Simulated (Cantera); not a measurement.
Tantalum, niobium, vanadium and zirconium in process gases: V + O₂ + N₂

Input: 1 mol V, 3.6 mol O₂, 9.3 mol N₂, equilibrated at 10.0 Pa.

Method: chemical equilibrium by Gibbs-energy minimisation in Cantera with the NASA 1993 tables (ideal gas, pure condensed phases). Candidate condensed phases: V, VN, VO, V₂O₃, V₂O₄, V₂O₅; 13 gas species. Condensed phases not in the tables: the oxides between V₂O₃ and V₂O₅ other than VO₂. Kinetics and transport are ignored.

| T (°C) | x N₂ | x O₂ | x VO₂ | x NO | x O | x NO₂ | n V₂O₄(s) |
|---|---|---|---|---|---|---|---|
| 850 | 0.781 | 0.218 | 4.72e-9 | 0.000106 | 2.06e-7 | 2.72e-8 | 0.500 |
| 900 | 0.781 | 0.218 | 3.81e-8 | 0.000161 | 6.53e-7 | 3.18e-8 | 0.500 |
| 950 | 0.781 | 0.218 | 2.58e-7 | 0.000236 | 1.89e-6 | 3.66e-8 | 0.500 |
| 1000 | 0.781 | 0.218 | 1.49e-6 | 0.000336 | 5.03e-6 | 4.17e-8 | 0.500 |
| 1050 | 0.781 | 0.218 | 7.54e-6 | 0.000466 | 1.24e-5 | 4.71e-8 | 0.500 |
| 1100 | 0.781 | 0.218 | 3.37e-5 | 0.000630 | 2.88e-5 | 5.27e-8 | 0.500 |
| 1150 | 0.781 | 0.218 | 0.000135 | 0.000835 | 6.29e-5 | 5.85e-8 | 0.499 |
| 1200 | 0.781 | 0.218 | 0.000489 | 0.00108 | 0.000130 | 6.45e-8 | 0.497 |
| 1250 | 0.779 | 0.217 | 0.00163 | 0.00138 | 0.000257 | 7.06e-8 | 0.490 |
| 1300 | 0.777 | 0.216 | 0.00498 | 0.00173 | 0.000486 | 7.65e-8 | 0.470 |
| 1350 | 0.769 | 0.214 | 0.0142 | 0.00213 | 0.000879 | 8.17e-8 | 0.414 |
x: gas mole fraction; n: condensed amount in mol.

From 850 °C to 1350 °C the condensed part is V₂O₄(s).
